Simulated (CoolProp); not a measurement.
Aqueous lithium chloride as a coolant, at -10 °C, 1 atm.

Values from CoolProp's Melinder's fits for secondary coolants.

```csv
mass %,freezing point (°C),conductivity (W/(m K)),cp (kJ/(kg K)),density (kg/m³),viscosity (mPa s)
9.7,-11.7,0.528,___,1059,3.39
12,-16.1,0.524,___,1073,3.68
14.2,-21.5,0.521,3.371,1086,3.99
16.5,-29.0,___,3.245,___,___
18.7,-37.9,0.513,3.136,1114,4.77
20.9,-48.2,___,___,1128,5.24
23.2,-59.3,___,2.969,1143,5.86
```

What belongs in the gaps?


- 9.7, cp (kJ/(kg K)): 3.633
- 12, cp (kJ/(kg K)): 3.497
- 16.5, conductivity (W/(m K)): 0.517
- 16.5, density (kg/m³): 1100
- 16.5, viscosity (mPa s): 4.36
- 20.9, conductivity (W/(m K)): 0.509
- 20.9, cp (kJ/(kg K)): 3.042
- 23.2, conductivity (W/(m K)): 0.505
